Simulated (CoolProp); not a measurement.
The fluid at 339.92 K and 0.436 MPa (stagnation) flows isentropically through a choked orifice. The same conditions are run with several fluids, on thermodynamics alone (safety and materials aside).

The numbers come from the reference Helmholtz-energy equation of state of each fluid (vinyl chloride: Thol 2022; nitrous oxide: Lemmon 2006; nitrogen: Span 2000; carbon monoxide: Lemmon 2006; propyne: Polt 1992) in CoolProp. The equations of Platzer and Polt are older, rougher fits.

| fluid | throat to inlet pressure ratio | mass flux (kg/(m² s)) | throat temperature (K) |
|---|---|---|---|
| vinyl chloride | 0.573 | 1350 | 312.0 |
| nitrous oxide | 0.551 | 1150 | 299.3 |
| nitrogen | 0.528 | 941 | 283.1 |
| carbon monoxide | 0.528 | 941 | 283.2 |
| propyne | 0.577 | 1070 | 315.5 |
